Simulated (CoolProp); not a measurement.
Properties of normal hydrogen along the isotherm 35.7 K.

The numbers come from the reference Helmholtz-energy equation of state, Leachman 2009 in CoolProp.

```csv
p (MPa),phase,density (kg/m³),cp (kJ/(kg K)),speed of sound (m/s),Joule-Thomson coefficient (K/MPa),Prandtl number
0.00615,gas,0.04182,10.33,495.1,7.850,0.670
0.014,gas,0.09535,10.36,494.8,7.850,0.670
0.0318,gas,0.2174,10.41,494.1,7.852,0.671
0.0725,gas,0.4999,10.55,492.5,7.856,0.673
0.165,gas,1.161,10.89,488.8,7.863,0.680
0.375,gas,2.773,11.80,480.0,7.868,0.704
0.854,gas,7.283,15.41,458.5,7.773,0.839
1.94,supercritical,37.91,60.96,500.8,3.046,3.02
```

Viscosity comes from a separate model (Muzny 2013). Thermal conductivity comes from a separate model (Assael 2011).
